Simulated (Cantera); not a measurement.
Si + O2 + N2 (thermal oxidation and active oxidation of silicon)

Feed: 1 mol Si, 0.014 mol O2, 300 mol N2, at 1625 K and 5100 Pa.

These are equilibrium values from Cantera (NASA tables, ideal gas, pure condensed phases), not measurements of a reactor. Candidate condensed phases: Si, SiO2, Si2N2O, Si3N4; 16 gas species. Mutual solubility and eutectic melting of coexisting phases are not modelled. Kinetics and transport are ignored.

```json
{
  "x(N2)": "1.000",
  "x(SiO)": "5.79e-5",
  "n(Si2N2O(s))": "0.0107 mol",
  "n(Si3N4(s))": "0.320 mol",
  "gas_amount": "299.4 mol",
  "log10 activity of Si(s) (absent)": "-1.36"
}
```
